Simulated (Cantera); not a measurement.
A closed system holds: 1 mol CH4, 0.011 mol NH3, 36 mol N2, held at 3.50 bar.

Equilibrium computed with Cantera from the NASA thermochemical tables; the gas is ideal and each condensed phase is pure. Candidate condensed phases: C, C6H6, C7H8, C8H18; 92 gas species. Equilibrium is a limit: real reactors are often held back by kinetics, nucleation or transport. All values below are at 973 K.

Base state: N2 0.948, H2 0.0507, CH4 0.00116, NH3 2.73e-5 (mole fractions); condensed: C(graphite).

What changes in the equilibrium state with this change: CH4 replaced by n-butane?


```
species            before    after
----------------  -------  -------
N2                  0.948    0.883
H2                 0.0507    0.112
CH4               0.00116  0.00561
NH3               2.73e-5  8.58e-5
C(graphite), mol    0.956     3.77
```
